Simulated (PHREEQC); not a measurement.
Solution (20 °C): 100 mmol/kgw HF, 0.19 mmol/kgw NH4HF2 and 0.083 mmol/kgw HCl. Closed to the air; pH follows from the charge balance.

Computed with PHREEQC (ion-association model, phreeqc.dat).

This is a speciation only: nothing precipitates in the calculation.

Task: Order these F species by the share of F that they hold, largest first: HF, F-, HF2-.

Result: HF (87 %), F- (7.7 %), HF2- (5.0 %)

The pH is 2.04 and the ionic strength 0.0103 mol/kgw. Complexes and solids missing from the database can't appear.
